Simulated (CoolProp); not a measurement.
Computed with CoolProp (reference Helmholtz-energy equation of state, Lemmon 2006). It is a short technical equation, of lower accuracy than the large ones.

Task: Give the vapour pressure (MPa), liquid cp (kJ/(kg K)), vapour Z, surface tension (mN/m) of saturated nitrous oxide at -33.75, -23.05, -12.45 °C.

Result: 
```csv
T (°C),p (MPa),liquid cp (kJ/(kg K)),vapour Z,surface tension (mN/m)
-33.75,1.16,1.88,0.855,11.9
-23.05,1.64,1.96,0.816,9.72
-12.45,2.24,2.07,0.772,7.67
```

Surface tension comes from a separate correlation (Mulero 2012).
